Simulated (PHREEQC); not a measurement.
**Leach liquor: an equilibrium model**

Make-up at 20 °C: 0.24 mol/kgw HCl, 0.041 mol/kgw Li2SO4 and 5.4e-05 mol/kgw Na2SO4. It is in equilibrium with CO2 at log p = -3.4 (atm). Otherwise closed; pH follows from the charge balance.

Model: ion-association model, phreeqc.dat, run in PHREEQC.

Each row changes one thing in this solution. This is a speciation only: nothing precipitates in the calculation.

```json
[
 {"case": "as made", "pH": "0.79", "ionic strength (mol/kgw)": "0.295", "HSO4- (mol/kgw)": "0.0336", "SO4-2 (mol/kgw)": "0.00684", "HCO3- (mol/kgw)": "5.47e-11"},
 {"case": "HCl from 0.24 to 0.12 mol/kgw", "pH": "1.14", "ionic strength (mol/kgw)": "0.183", "HSO4- (mol/kgw)": "0.0287", "SO4-2 (mol/kgw)": "0.0111", "HCO3- (mol/kgw)": "1.17e-10"},
 {"case": "Li2SO4 left out", "pH": "0.72", "ionic strength (mol/kgw)": "0.240", "HSO4- (mol/kgw)": "?", "SO4-2 (mol/kgw)": "?", "HCO3- (mol/kgw)": "?"},
 {"case": "0.0031 mol/kgw CO2 added", "pH": "0.79", "ionic strength (mol/kgw)": "0.295", "HSO4- (mol/kgw)": "0.0336", "SO4-2 (mol/kgw)": "0.00684", "HCO3- (mol/kgw)": "5.47e-11"},
 {"case": "0.044 mol/kgw LiOH added", "pH": "0.89", "ionic strength (mol/kgw)": "0.297", "HSO4- (mol/kgw)": "0.0317", "SO4-2 (mol/kgw)": "0.00816", "HCO3- (mol/kgw)": "6.88e-11"},
 {"case": "Li2SO4 from 0.041 to 0.082 mol/kgw", "pH": "0.86", "ionic strength (mol/kgw)": "0.354", "HSO4- (mol/kgw)": "0.0631", "SO4-2 (mol/kgw)": "0.0162", "HCO3- (mol/kgw)": "6.52e-11"},
 {"case": "Na2SO4 replaced by CaSO4 at the same molality", "pH": "0.79", "ionic strength (mol/kgw)": "0.295", "HSO4- (mol/kgw)": "0.0336", "SO4-2 (mol/kgw)": "0.00684", "HCO3- (mol/kgw)": "5.47e-11"},
 {"case": "diluted 5-fold with water", "pH": "1.44", "ionic strength (mol/kgw)": "0.0622", "HSO4- (mol/kgw)": "0.00512", "SO4-2 (mol/kgw)": "0.00300", "HCO3- (mol/kgw)": "2.18e-10"}
]
```

Task: Some entries are withheld; supply them.

Result: 
- Li2SO4 left out, HSO4- (mol/kgw): 4.65e-5
- Li2SO4 left out, SO4-2 (mol/kgw): 7.53e-6
- Li2SO4 left out, HCO3- (mol/kgw): 4.59e-11

Species that the database lacks are ignored.
